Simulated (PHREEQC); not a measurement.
Consider water at 20 °C with 0.0017 mol/kgw HF, 0.00015 mol/kgw NH4F, 0.021 mol/kgw (NH4)2SiF6 and 0.011 mol/kgw H2SO4. Closed to the air; pH follows from the charge balance.

Model: ion-association model, phreeqc.dat, run in PHREEQC.

```
quantity                   before    after
------------------------  -------  -------
pH                           1.84     1.68
ionic strength (mol/kgw)   0.0848   0.0940
SO4-2 (mol/kgw)           0.00600  0.00796
HF (mol/kgw)              0.00450  0.00493
HSO4- (mol/kgw)           0.00380  0.00701
NH4SO4- (mol/kgw)         0.00120  0.00153
SI of Chalcedony (SiO2)     +0.31    +0.36
```

**Question.** What was changed between the two runs?
A. temperature from 20 to 40 °C
B. (NH4)2SiF6 from 0.021 to 0.105 mol/kgw
C. NH4F replaced by KHF2 at the same molality
D. H2SO4 from 0.011 to 0.0165 mol/kgw
E. 0.0036 mol/kgw Na2SO4 added

**Answer.** D, H2SO4 from 0.011 to 0.0165 mol/kgw

Precipitation was switched off in this run. Some of these states are supersaturated (in Quartz (slow to form), Chalcedony (slow to form), for instance). SiF6-2 is the database's only silicon fluoride.
